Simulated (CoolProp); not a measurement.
Tetrahydrofuran at 293.15 K and 0.0119 MPa is throttled through a valve to 0.00419 MPa with no heat exchange. Each further row changes one setting.

The numbers come from the reference Helmholtz-energy equation of state, Fiedler 2023 in CoolProp.

```tsv
case	temperature change (K)	final density (kg/m³)
as stated	-0.3	?
outlet pressure 0.00126 MPa	?	?
outlet pressure 0.00545 MPa	-0.3	?
```

What belongs in the gaps?


- as stated, final density (kg/m³): 0.124
- outlet pressure 0.00126 MPa, temperature change (K): -0.4
- outlet pressure 0.00126 MPa, final density (kg/m³): 0.0373
- outlet pressure 0.00545 MPa, final density (kg/m³): 0.162
